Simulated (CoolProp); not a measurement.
Vapour-liquid equilibrium of ethane (1) + hydrogen sulfide (2) at -37.85 °C; x and y are mole fractions of (1).

The numbers come from the multi-fluid Helmholtz-energy mixture model, Bücker 2006 and Lemmon 2006; pair parameters Kunz 2012 in CoolProp.

```csv
x,bubble pressure (bar),y at the bubble point,dew pressure at overall composition x (bar),liquid density (mol/L)
0.05,4.287,0.360,2.946,25.70
0.2,6.538,0.608,3.476,23.18
0.35,7.353,0.672,4.226,21.13
0.5,7.782,0.712,5.355,19.44
0.65,8.121,0.758,7.071,18.06
0.8,8.377,0.829,8.302,16.93
0.95,8.413,0.945,8.408,16.00
```

y crosses x between x = 0.8 and 0.95: the model has an azeotrope there.

The pair parameters rest on a limited set of measurements; away from them the model extrapolates. With so large a gap from Raoult's law the liquid may split in two, which this calculation doesn't test in full.
